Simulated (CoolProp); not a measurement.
Values from CoolProp's reference Helmholtz-energy equation of state, Lemmon 2013.

### Question
For propylene, give the phase and the viscosity (µPa s), conductivity (mW/(m K)) at 385.6 K and 0.216 bar.

### Answer
- 385.6 K and 0.216 bar: gas; viscosity 11.1, conductivity 27.0

Viscosity comes from a separate model (Huber 2003), an estimate that may be off by 10 % or more. Thermal conductivity comes from a separate model (Huber 2003), an estimate that may be off by 10 % or more.
